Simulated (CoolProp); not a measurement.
Vapour-liquid equilibrium of carbon dioxide (1) + C2F6 (R116) (2) at 240.3 K; x and y are mole fractions of (1).

The numbers come from the multi-fluid Helmholtz-energy mixture model, Span 1996 and Lemmon 2006; pair parameters Bell 2016 in CoolProp.

Give the bubble pressure and the first vapour's composition at x = 0.125, 0.2, 0.575. Is there an azeotrope?

x = 0.125: 0.9173 MPa, y = 0.296; x = 0.2: 1.043 MPa, y = 0.414; x = 0.575: 1.404 MPa, y = 0.688. y crosses x between x = 0.725 and 0.8: the model has an azeotrope there.

The pair parameters rest on a limited set of measurements; away from them the model extrapolates.
